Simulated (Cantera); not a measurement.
Input: 1 mol TiCl4, 0.29 mol O2, equilibrated at 1800 °C and 10000 Pa.

These are equilibrium values from Cantera (NASA tables, ideal gas, pure condensed phases), not measurements of a reactor. Candidate condensed phases: Ti, TiCl2, TiCl3, TiCl4, TiO, TiO2, Ti2O3, Ti3O5, Ti4O7; 15 gas species. The tables' values for TiCl2 are old estimates; treat these amounts as uncertain. The numbers say what is thermodynamically allowed, not how fast it happens.

Base state: Cl 0.584, TiCl4 0.310, TiCl3 0.0517, Cl2 0.0365, TiOCl2 0.0173, O2 0.000119, TiCl2 9.36e-5, O 3.97e-5 (mole fractions); condensed: TiO2(rutile).

What changes in the equilibrium state with this change: O2 from 0.29 to 9.8 mol?


```tsv
species	before	after
O2	0.000119	0.691
Cl	0.584	0.295
Cl2	0.0365	0.00933
TiCl4	0.310	3.49e-6
TiCl3	0.0517	1.15e-6
TiOCl2	0.0173	5.82e-5
TiCl2	9.36e-5	4.12e-9
O	3.97e-5	0.00302
ClO	2.88e-5	0.00111
TiO2(rutile), mol	0.273	0.999
```

What changes in the equilibrium state with this change: 0.77 mol H2 added?


```
species              before     after
-----------------  --------  --------
HCl                       0     0.637
TiCl3                0.0517     0.156
TiCl4                 0.310     0.118
Cl                    0.584    0.0735
Cl2                  0.0365  0.000578
TiOCl2               0.0173   0.00856
H2                        0   0.00284
H                         0  0.000444
H2O                       0  0.000410
O2                 0.000119   5.03e-8
ClO                 2.88e-5   7.45e-8
TiO2(rutile), mol     0.273         0
Ti4O7(l), mol             0    0.0798
```
The tables' values for TiCl2, TiOCl are old estimates; treat these amounts as uncertain. Condensed phases not in the tables: Magnéli phases beyond Ti4O7. Further candidate phases: H2O.
